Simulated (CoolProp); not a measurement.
R141b along the isobar 6.81 MPa: fugacity coefficient from the reference equation and from simpler models built on Tc = 204.4 °C, pc = 4.212 MPa, ω = 0.220; each cubic takes its own stable root.

Model: reference Helmholtz-energy equation of state, Lemmon 2006, in CoolProp. It is a short technical equation, of lower accuracy than the large ones.

```
T (°C)          phase  reference  Redlich-Kwong  Peng-Robinson
------  -------------  ---------  -------------  -------------
158.15         liquid     0.2774         0.3087         0.2724
162.35         liquid     0.2927         0.3229         0.2873
166.55         liquid     0.3083         0.3372         0.3025
170.75         liquid     0.3243         0.3516         0.3179
174.95         liquid     0.3405         0.3661         0.3336
179.15         liquid     0.3569         0.3807         0.3495
183.35         liquid     0.3736         0.3954         0.3656
187.45         liquid     0.3900         0.4098         0.3814
191.65         liquid     0.4070            [?]         0.3977
195.85         liquid     0.4242         0.4392         0.4140
200.05         liquid     0.4413         0.4539         0.4304
204.25         liquid     0.4585            [?]         0.4467
208.45  supercritical     0.4757         0.4829         0.4628
212.65  supercritical     0.4927         0.4972            [?]
216.85  supercritical     0.5096         0.5113         0.4946
221.05  supercritical     0.5262            [?]            [?]
```

Question: Fill in the missing entries.

Answer: 
- 191.65, Redlich-Kwong: 0.4245
- 204.25, Redlich-Kwong: 0.4685
- 212.65, Peng-Robinson: 0.4788
- 221.05, Redlich-Kwong: 0.5252
- 221.05, Peng-Robinson: 0.5100
